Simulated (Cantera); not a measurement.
An adiabatic, constant-pressure homogeneous reactor starts with C3H8 : O2 : N2 : CO2 = 1 : 2.17 : 6.96 : 1 (molar parts), equivalence ratio 2.3, at 1723 K and 18.0 bar. Integrator tolerance rtol = 1e-08.

Computed with Cantera and GRI-Mech 3.0 (53 species, 325 reactions). GRI-Mech 3.0 was tuned for natural gas; its chemistry of propane as a main component is partial and can be far from experiment. The pressure lies above the range GRI-Mech 3.0 was tuned for (to about 10 atm).

Task: What does this change do: N2 6.96 to 20 parts?

Result: 
| quantity | before | after |
|---|---|---|
| time of steepest temperature rise | 2.39 µs | 4.30 µs |
| temperature at 0.300 s | 2625 K | 2240 K |
| equilibrium temperature | 2625 K | 2240 K |
| x(C3H8) at 0.300 s | <1e-12 (gas-phase equilibrium <1e-12) | <1e-12 (gas-phase equilibrium <1e-12) |
| x(O2) at 0.300 s | 4.84e-6 (gas-phase equilibrium 4.84e-6) | 8.20e-8 (gas-phase equilibrium 8.20e-8) |
| x(CO2) at 0.300 s | 0.0316 (gas-phase equilibrium 0.0316) | 0.0190 (gas-phase equilibrium 0.0190) |
| x(CO) at 0.300 s | 0.235 (gas-phase equilibrium 0.235) | 0.124 (gas-phase equilibrium 0.124) |
| x(CH3) at 0.300 s | 1.60e-9 (gas-phase equilibrium 1.78e-9) | 3.61e-10 (gas-phase equilibrium 3.98e-10) |
| x(H2O2) at 0.300 s | 1.05e-8 (gas-phase equilibrium 1.05e-8) | 2.97e-10 (gas-phase equilibrium 2.97e-10) |

Task: What does this change do: C3H8 1 to 0.41 parts?

Result: 
```json
[
 {"quantity": "time of steepest temperature rise", "before": "2.39 µs", "after": "2.37 µs"},
 {"quantity": "temperature at 0.300 s", "before": "2625 K", "after": "2949 K"},
 {"quantity": "equilibrium temperature", "before": "2625 K", "after": "2949 K"},
 {"quantity": "x(C3H8) at 0.300 s", "before": "<1e-12 (gas-phase equilibrium <1e-12)", "after": "<1e-12 (gas-phase equilibrium <1e-12)"},
 {"quantity": "x(O2) at 0.300 s", "before": "4.84e-6 (gas-phase equilibrium 4.84e-6)", "after": "0.0286 (gas-phase equilibrium 0.0286)"},
 {"quantity": "x(CO2) at 0.300 s", "before": "0.0316 (gas-phase equilibrium 0.0316)", "after": "0.141 (gas-phase equilibrium 0.141)"},
 {"quantity": "x(CO) at 0.300 s", "before": "0.235 (gas-phase equilibrium 0.235)", "after": "0.0544 (gas-phase equilibrium 0.0544)"},
 {"quantity": "x(CH3) at 0.300 s", "before": "1.60e-9 (gas-phase equilibrium 1.78e-9)", "after": "<1e-12 (gas-phase equilibrium <1e-12)"},
 {"quantity": "x(H2O2) at 0.300 s", "before": "1.05e-8 (gas-phase equilibrium 1.05e-8)", "after": "1.47e-6 (gas-phase equilibrium 1.47e-6)"}
]
```
